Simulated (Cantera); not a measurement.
A Cantera script and what it prints.

```python
import numpy as np
import cantera as ct

gas_names = """
    CL CL2 H HCL H2 N NH NH2 NH3 N2 N2H2 N2H4 Si SiCL SiCL2 SiCL3 SiCL4 SiH SiHCL3 SiH2 SiH2CL2 SiH3
    SiH3CL SiH4 SiN Si2 Si2N Si3
""".split()
cond_names = """
    NH4CL(a) NH4CL(b) Si(cr) Si(L) Si3N4(a)
""".split()


# ... load() reads the species with a 1 bar reference pressure and builds the phases ...
atoms = {
    'SiH2Cl2': {'Si': 1, 'H': 2, 'CL': 2},
    'N2': {'N': 2},
}
top_T = {'Si3N4(a)': 2400}  # K; cautious upper limits of use, not melting points


# ... equilibrate(T, P, feed) seeds the gas with the atoms and calls Mixture.equilibrate('TP', solver="vcs", rtol=1e-11, max_steps=5000) ...
results = []
feed = {'SiH2Cl2': 1, 'N2': 140}  # mol
T = 1323  # K
P = 1333.22  # Pa
mix = equilibrate(T, P, feed)
results.append((T, P, feed, dict(zip(mix.species_names, mix.species_moles))))
x = sorted(zip(gas.X, gas.species_names), reverse=True)
print(f"T = {T:g} K  P = {P:g} Pa  gas = {mix.phase_moles(0):.4g} mol")
print("   x: " + "  ".join(f"{s} {v:.3e}" for v, s in x if v > 1e-05))
print("   condensed (mol): " + ("  ".join(f"{mix.phase(i).name} {mix.phase_moles(i):.4g}"
      for i in range(1, mix.n_phases) if mix.phase_moles(i) > 1e-12) or "none"))
```

Output:

```
T = 1323 K  P = 1333.22 Pa  gas = 141.4 mol
   x: N2 9.862e-01  HCL 1.155e-02  H2 1.299e-03  SiCL2 4.707e-04  SiCL4 2.933e-04  SiCL3 1.589e-04
   condensed (mol): Si3N4(a) 0.2898
```

Cantera equilibrium calculation (NASA polynomials, part measured and part estimated; ideal gas, pure solids and liquids). N2 is the only nitrogen source here; it is nearly inert below about 1500 K, so the nitride shown seldom forms there in practice. The tables' values for SiCl3 are old estimates; treat these amounts as uncertain.
